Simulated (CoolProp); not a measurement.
Vapour-liquid equilibrium of R134a (1) + methanol (2) at 0.00998 MPa; x and y are mole fractions of (1).

Values from CoolProp's multi-fluid Helmholtz-energy mixture model, Tillner-Roth 1994 and de Reuck 1993; pair parameters Bell 2016.

| x | bubble temperature, mixture model (°C) | bubble temperature, Raoult's law (°C) | y, mixture model | y, Raoult's law |
|---|---|---|---|---|
| 0.05 | … | -14.2 | 0.987 | 0.850 |
| 0.125 | … | -31.9 | 0.996 | 0.965 |
| 0.2 | -59.0 | -40.8 | 0.997 | 0.985 |
| 0.275 | -60.3 | -46.5 | 0.998 | 0.992 |
| 0.35 | -61.0 | -50.6 | 0.998 | 0.995 |
| 0.425 | … | -53.9 | 0.998 | 0.997 |
| 0.5 | -61.8 | -56.5 | 0.998 | 0.998 |
| 0.575 | -62.3 | -58.7 | 0.998 | 0.999 |
| 0.65 | -62.9 | -60.6 | 0.998 | 0.999 |
| 0.725 | -63.5 | -62.2 | 0.999 | 0.999 |
| 0.8 | -64.3 | -63.7 | 0.999 | 1.000 |
| 0.875 | -65.2 | -65.0 | 0.999 | 1.000 |
| 0.95 | -66.2 | -66.2 | 1.000 | 1.000 |

### Question
Some entries are withheld; supply them.

### Answer

- 0.05, bubble temperature, mixture model (°C): -44.5
- 0.125, bubble temperature, mixture model (°C): -55.7
- 0.425, bubble temperature, mixture model (°C): -61.4

The largest gap from Raoult's law is -30.3 K in bubble temperature, at x = 0.05. No azeotrope shows between x = 0.05 and 0.95.

The pair parameters rest on a limited set of measurements; away from them the model extrapolates. With so large a gap from Raoult's law the liquid may split in two, which this calculation doesn't test in full.
